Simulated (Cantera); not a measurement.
Cantera with NASA thermochemical tables; ideal gases at 1 bar, condensed phases pure. Values are per mole of reaction as written; species without (g) are pure solids or liquids, kept so even where they would boil at 1 bar.

### Question
Between 425 and 1425 K, where is each reaction favourable under standard conditions?
- 3 NO2(g) ⇌ 2 O3(g) + 3 N(g)
- 6 NF3(g) + 2 NO2(g) ⇌ 4 N2O(g) + 9 F2(g)
- 3 N2(g) + 2 O3(g) ⇌ 6 NO(g)

### Answer
- 3 NO2(g) ⇌ 2 O3(g) + 3 N(g): ΔG° is 1506 kJ at 425 K and 1262 kJ at 1425 K; it stays positive (K < 1). ΔH° is 1620 kJ and ΔS° 251 J/K at 1425 K.
- 6 NF3(g) + 2 NO2(g) ⇌ 4 N2O(g) + 9 F2(g): ΔG° is 767 kJ at 425 K and 111 kJ at 1425 K; it stays positive (K < 1). ΔH° is 1025 kJ and ΔS° 642 J/K at 1425 K.
- 3 N2(g) + 2 O3(g) ⇌ 6 NO(g): ΔG° is 174 kJ at 425 K and -38 kJ at 1425 K; it changes sign between 1225 and 1325 K. ΔH° is 261 kJ and ΔS° 210 J/K at 1425 K.
